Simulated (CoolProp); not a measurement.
Properties of n-pentane at several states (Tc = 196.5 °C, pc = 3.368 MPa, ω = 0.251).

Computed with CoolProp (reference Helmholtz-energy equation of state, Thol 2019).

```tsv
T (°C)	p (MPa)	phase	density (kg/m³)	expansivity (1/kK)	viscosity (µPa s)	fugacity coefficient
-4.55	1.13	liquid	651.0	1.441	246	0.01827
286.45	0.0906	gas	1.412	1.820	12.6	0.9950
39.95	0.451	liquid	606.5	1.710	156	0.2481
306.85	0.135	gas	2.033	1.766	13.0	0.9934
-47.15	0.105	liquid	689.2	1.311	368	0.01594
319.05	0.498	gas	7.465	1.837	13.1	0.9778
```

Viscosity comes from a separate model (Quiñones-Cisneros 2006), older than the equation that it now runs on, and unchecked against measurements.
